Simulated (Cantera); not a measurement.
Standard-state values (1 bar) from the NASA 1993 polynomials, evaluated with Cantera. Values are per mole of reaction as written; species without (g) are pure solids or liquids, kept so even where they would boil at 1 bar.

2 Cl(g) + Si = SiCl₂(g)

```tsv
T (K)	ΔH° (kJ)	ΔS° (J/K)	ΔG° (kJ)	log10 K
300	?	?	?	?
375	-412.2	-70.7	-385.7	53.72
475	-413.5	-73.9	-378.4	41.61
575	?	?	?	?
675	-416.3	-78.8	-363.1	28.10
775	-417.7	-80.7	-355.1	23.94
875	-419.1	-82.4	-347.0	20.71
975	?	?	?	?
```

Q: What belongs in the gaps?

A: 
- 300, ΔH° (kJ): -411.2
- 300, ΔS° (J/K): -67.9
- 300, ΔG° (kJ): -390.9
- 300, log10 K: 68.05
- 575, ΔH° (kJ): -414.9
- 575, ΔS° (J/K): -76.6
- 575, ΔG° (kJ): -370.9
- 575, log10 K: 33.69
- 975, ΔH° (kJ): -420.4
- 975, ΔS° (J/K): -83.9
- 975, ΔG° (kJ): -338.7
- 975, log10 K: 18.14
